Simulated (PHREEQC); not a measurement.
# Buffer: speciation

A solution holds 0.23 mol/kgw HF, 0.0003 mol/kgw Na2SO4 and 0.00047 mol/kgw K2SiO3, at 20 °C. Closed to the air; pH follows from the charge balance.

Computed with PHREEQC (ion-association model, phreeqc.dat).

```
Item                      Result
----------------  --------------
pH                          1.79
ionic strength    0.0203 mol/kgw
total alkalinity     -229 meq/kg
```

```json
[
 {"species": "HF", "molality": "0.201", "activity": "0.202", "log γ": "0.002"},
 {"species": "H+", "molality": "0.0181", "activity": "0.0162", "log γ": "-0.051"},
 {"species": "F-", "molality": "0.0105", "activity": "0.00912", "log γ": "-0.062"},
 {"species": "HF2-", "molality": "0.00778", "activity": "0.00678", "log γ": "-0.060"},
 {"species": "K+", "molality": "0.000940", "activity": "0.000815", "log γ": "-0.062"},
 {"species": "Na+", "molality": "0.000597", "activity": "0.000521", "log γ": "-0.059"},
 {"species": "SiF6-2", "molality": "0.000470", "activity": "0.000274", "log γ": "-0.234"},
 {"species": "SO4-2", "molality": "0.000154", "activity": "8.97e-5", "log γ": "-0.235"},
 {"species": "HSO4-", "molality": "0.000145", "activity": "0.000127", "log γ": "-0.060"},
 {"species": "NaF", "molality": "2.72e-6", "activity": "2.74e-6", "log γ": "0.002"}
]
```

No solid was allowed to form. SiF6-2 is the database's only silicon fluoride.
